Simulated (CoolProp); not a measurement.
Vapour-liquid equilibrium of R22 (1) + n-pentane (2) at 214.1 K; x and y are mole fractions of (1).

The numbers come from the multi-fluid Helmholtz-energy mixture model, Kamei 1995 and Thol 2019; pair parameters Bell 2016 in CoolProp.

```
x      bubble pressure (MPa)  y at the bubble point  dew pressure at overall composition x (MPa)  liquid density (mol/L)
-----  ---------------------  ---------------------  -------------------------------------------  ----------------------
0.05                0.006412                  0.899                                    0.0007123                   9.920
0.125                0.01377                  0.956                                    0.0007731                   10.27
0.2                  0.01954                  0.971                                    0.0008451                   10.63
0.275                0.02383                  0.977                                    0.0009320                   11.02
0.35                 0.02688                  0.981                                     0.001039                   11.44
0.425                0.02897                  0.983                                     0.001173                   11.89
0.5                  0.03042                  0.985                                     0.001347                   12.37
0.575                0.03147                  0.986                                     0.001582                   12.88
0.65                 0.03237                  0.987                                     0.001917                   13.45
0.725                0.03330                  0.988                                     0.002430                   14.06
0.8                  0.03444                  0.990                                     0.003319                   14.73
0.875                0.03593                  0.992                                     0.005232                   15.47
0.95                 0.03792                  0.996                                      0.01231                   16.30
```

No azeotrope shows between x = 0.05 and 0.95.

Pair parameters are fitted to limited data, so mixtures are less certain than the pure fluids. With so large a gap from Raoult's law the liquid may split in two, which this calculation doesn't test in full.
